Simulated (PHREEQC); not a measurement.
Dissolve 0.16 mol NaHSO4, 0.014 mol K2HPO4 and 0.27 mol KCl per kg of water at 20 °C. Closed to the air; pH follows from the charge balance.

Equilibrium calculation in PHREEQC: ion-association model, phreeqc.dat.

```csv
quantity,before,after
pH,1.31,1.38
ionic strength (mol/kgw),0.554,0.291
K+ (mol/kgw),0.278,0.0255
H2PO4- (mol/kgw),0.00273,0.00284
HPO4-2 (mol/kgw),1.10e-8,1.13e-8
KHPO4- (mol/kgw),1.16e-9,1.39e-10
```

Question: Name the change that produced these shifts.
A. NaHSO4 from 0.16 to 0.032 mol/kgw
B. K2HPO4 from 0.014 to 0.14 mol/kgw
C. diluted 5-fold with water
D. KCl left out
E. KCl from 0.27 to 0.243 mol/kgw

Answer: D, KCl left out

This is a speciation only: nothing precipitates in the calculation.
